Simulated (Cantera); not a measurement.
A closed system holds: 1 mol HMDSO, 13 mol N₂O, equilibrated at 723.15 K.

Points: P (Pa) = 5, 36, 260, 1900, 14000, 100000.

Cantera's Mixture.equilibrate('TP', solver="vcs", rtol=1e-11, max_steps=5000) on the NASA tables stopped like this:

```
ERROR: FAILURE its = 5001!

*******************************************************************************
CanteraError thrown by MultiPhase::equilibrate:
VCS solver failed. Return code: -1
*******************************************************************************
```

Q: What got this run through?

A: One answer among several that fit: The failure is numerical, not chemical. The same input converged with solver="gibbs", rtol=1e-10, max_steps=50000, and the result passed a check of the equilibrium conditions:
```
log10 of partial pressures in bar; condensed amounts in mol
      P/Pa        N2        H2       H2O       CO2        CO     C(gr) SiO2(Lqz)
         5    -4.634    -4.846    -5.737    -5.275    -5.267         0         2
        36    -3.777    -3.989    -4.880    -4.417    -4.410         0         2
       260    -2.918    -3.132    -4.019    -3.557    -3.554         0         2
      1900    -2.036    -2.310    -2.914    -2.634    -2.913    0.8175         2
   1.4e+04    -1.140    -1.591    -1.757    -1.758    -2.475      1.64         2
     1e+05    -0.262    -1.005    -0.756    -0.927    -2.060     1.745         2
```

The gas is ideal and each condensed phase is pure. The feed counts by its element totals alone.
